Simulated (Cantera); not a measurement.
A closed system holds: 1 mol CH₃F, 0.61 mol H₂, equilibrated at 1.00 bar.

These are equilibrium values from Cantera (NASA tables, ideal gas, pure condensed phases), not measurements of a reactor. Candidate condensed phases: C, C₆H₆, C₇H₈, C₈H₁₈; 95 gas species. The numbers say what is thermodynamically allowed, not how fast it happens.

Problem. At 1650 K, list the 4 most abundant gas species with their mole fractions, and the condensed phases.

Solution. H₂ 0.616, HF 0.383, CH₄ 0.000504, H 7.13e-5. Condensed: C(graphite).
